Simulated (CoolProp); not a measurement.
Vapour-liquid equilibrium of carbon dioxide (1) + CHF3 (R23) (2) at 275.8 K; x and y are mole fractions of (1).

Computed with CoolProp (multi-fluid Helmholtz-energy mixture model, Span 1996 and Penoncello 2003; pair parameters Bell 2016).

Q: Give the bubble pressure and the first vapour's composition at x = 0.05, 0.5, 0.65. Is there an azeotrope?

A: x = 0.05: 2.745 MPa, y = 0.063; x = 0.5: 3.314 MPa, y = 0.550; x = 0.65: 3.471 MPa, y = 0.688. No azeotrope shows between x = 0.05 and 0.95.

Pair parameters are fitted to limited data, so mixtures are less certain than the pure fluids.
